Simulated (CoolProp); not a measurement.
Carbon monoxide along the isotherm -130.55 °C: density (kg/m³) from the reference equation and from simpler models built on Tc = -140.3 °C, pc = 3498 kPa, ω = 0.050; each cubic takes its own stable root.

The numbers come from the reference Helmholtz-energy equation of state, Lemmon 2006 in CoolProp. It is a short technical equation, of lower accuracy than the large ones.

```json
[
 {"p (kPa)": "625", "phase": "gas", "reference": "15.54"},
 {"p (kPa)": "1250", "phase": "gas", "reference": "32.92"},
 {"p (kPa)": "1870", "phase": "gas", "reference": "52.59"},
 {"p (kPa)": "2500", "phase": "gas", "reference": "76.08"},
 {"p (kPa)": "3120", "phase": "gas", "reference": "104.4"},
 {"p (kPa)": "3750", "phase": "supercritical", "reference": "142.3"},
 {"p (kPa)": "4370", "phase": "supercritical", "reference": "197.6"},
 {"p (kPa)": "5000", "phase": "supercritical", "reference": "287.9"},
 {"p (kPa)": "5620", "phase": "supercritical", "reference": "369.0"},
 {"p (kPa)": "6250", "phase": "supercritical", "reference": "414.4"},
 {"p (kPa)": "6870", "phase": "supercritical", "reference": "442.5"},
 {"p (kPa)": "7500", "phase": "supercritical", "reference": "463.1"},
 {"p (kPa)": "8120", "phase": "supercritical", "reference": "479.2"},
 {"p (kPa)": "8750", "phase": "supercritical", "reference": "492.7"}
]
```

Problem. How far does each simpler model (Redlich-Kwong, Soave-Redlich-Kwong, Peng-Robinson) lie from the reference over these 14 states: mean and median of the absolute difference, and the worst?

Solution. 
- Redlich-Kwong: mean 3.6 %, median 2.2 %, worst -8.4 % at -130.55 °C and 6250 kPa
- Soave-Redlich-Kwong: mean 4.1 %, median 3.6 %, worst -9.8 % at -130.55 °C and 5620 kPa
- Peng-Robinson: mean 2.4 %, median 2.2 %, worst +5.0 % at -130.55 °C and 3750 kPa
